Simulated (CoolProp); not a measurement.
Vapour-liquid equilibrium of ethane (1) + propane (2) at 0.0116 MPa; x and y are mole fractions of (1).

Values from CoolProp's multi-fluid Helmholtz-energy mixture model, Bücker 2006 and Lemmon 2009; pair parameters Kunz 2012.

```csv
x,bubble temperature (K),y at the bubble point,dew temperature at overall composition x (K),liquid density (mol/L)
0.05,184.5,0.415,190.7,14.49
0.125,177.3,0.688,189.6,14.92
0.2,172.4,0.811,188.4,15.31
0.275,168.7,0.876,187.2,15.68
0.35,165.7,0.915,185.8,16.05
0.425,163.3,0.941,184.3,16.41
0.5,161.2,0.959,182.6,16.77
0.575,159.3,0.971,180.7,17.14
0.65,157.7,0.980,178.6,17.51
0.725,156.3,0.987,176.0,17.89
0.8,155.0,0.992,172.9,18.28
0.875,153.8,0.996,168.7,18.68
0.95,152.8,0.999,162.2,19.10
```

No azeotrope shows between x = 0.05 and 0.95.

Pair parameters are fitted to limited data, so mixtures are less certain than the pure fluids.
